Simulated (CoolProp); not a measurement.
Model: reference Helmholtz-energy equation of state, Zhou 2016, in CoolProp.

Give the vapour pressure (MPa), liquid density (kg/m³), vapour density (kg/m³), enthalpy of vaporisation (kJ/kg) of saturated R245ca at 210.2 K.


```
T (K)   p (MPa)  liquid density (kg/m³)  vapour density (kg/m³)  enthalpy of vaporisation (kJ/kg)
-----  --------  ----------------------  ----------------------  --------------------------------
210.2  0.000500                    1590                  0.0384                               255
```
